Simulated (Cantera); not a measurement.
A Cantera script and what it prints.

```python
import numpy as np
import cantera as ct

gas_names = [...]  # 139 gases of nasa_gas.yaml made of C, Cu, H, N, O
cond_names = """
    C(gr) C6H6(L) C7H8(L) C8H18(L),n-octa Cu(cr) Cu(L) CuO(s) CuO2H2(s) Cu2O(s) Cu2O(L) H2O(s) H2O(L)
""".split()


# ... load() reads the species with a 1 bar reference pressure and builds the phases ...
atoms = {
    'CuO': {'Cu': 1, 'O': 1},
    'CH4': {'C': 1, 'H': 4},
    'N2': {'N': 2},
}
top_T = {'C(gr)': 4500, 'CuO(s)': 1390}  # K; cautious upper limits of use, not melting points


# ... equilibrate(T, P, feed) seeds the gas with the atoms and calls Mixture.equilibrate('TP', solver="vcs", rtol=1e-11, max_steps=5000) ...
results = []
feed = {'CuO': 1, 'CH4': 3.4, 'N2': 0.67}  # mol
P = 133.322  # Pa
for T in [875, 1075, 1275, 1475, 1675, 1875, 2075, 2275, 2475]:
    mix = equilibrate(T, P, feed)
    results.append((T, P, feed, dict(zip(mix.species_names, mix.species_moles))))

top = {s: max(r[3][s] / sum(r[3][g] for g in gas_names) for r in results) for s in gas_names}
cols = sorted((s for s in top if top[s] > 0.001), key=lambda s: -top[s])[:8]
seen = [c for c in cond_names if any(r[3].get(c, 0) > 1e-12 for r in results)]
print("log10 of partial pressures in bar; condensed amounts in mol")
print(f"{'T/K':>10s}" + "".join(f"{s[:9]:>10s}" for s in cols + seen))
for T, P, feed, n in results:
    ng = sum(n[g] for g in gas_names)
    print(f"{T:10.4g}" + "".join(f"{np.log10(max(n[s] / ng * P / 1e5, 1e-99)):10.3f}" for s in cols)
          + "".join(f"{n.get(c, 0):10.4g}" for c in seen))
```

It prints:

```
log10 of partial pressures in bar; condensed amounts in mol
       T/K        H2         H        CO        Cu        N2       HCN C2H2,acet       HNC     C(gr)    Cu(cr)     Cu(L)
       875    -2.971   -11.785    -3.806   -13.299    -3.976    -9.754   -13.595   -13.037     2.403         1         0
      1075    -2.970    -9.319    -3.803    -9.593    -3.977    -8.274   -11.094   -10.883       2.4         1         0
      1275    -2.971    -7.618    -3.803    -7.063    -3.977    -7.262    -9.386    -9.408       2.4    0.9994         0
      1475    -2.972    -6.373    -3.805    -5.271    -3.979    -6.530    -8.148    -8.338     2.398         0    0.9658
      1675    -3.011    -5.441    -3.843    -3.942    -4.019    -6.011    -7.247    -7.563     2.392         0    0.2039
      1875    -3.028    -4.697    -3.855    -3.855    -4.035    -5.591    -6.527    -6.941     2.377         0         0
      2075    -3.053    -4.101    -3.865    -3.865    -4.053    -5.261    -5.959    -6.449     2.341         0         0
      2275    -3.125    -3.634    -3.891    -3.891    -4.092    -5.027    -5.544    -6.083     2.274         0         0
      2475    -3.294    -3.295    -3.944    -3.944    -4.161    -4.905    -5.306    -5.849     2.168         0         0
```

Equilibrium computed with Cantera from the NASA thermochemical tables; the gas is ideal and each condensed phase is pure.
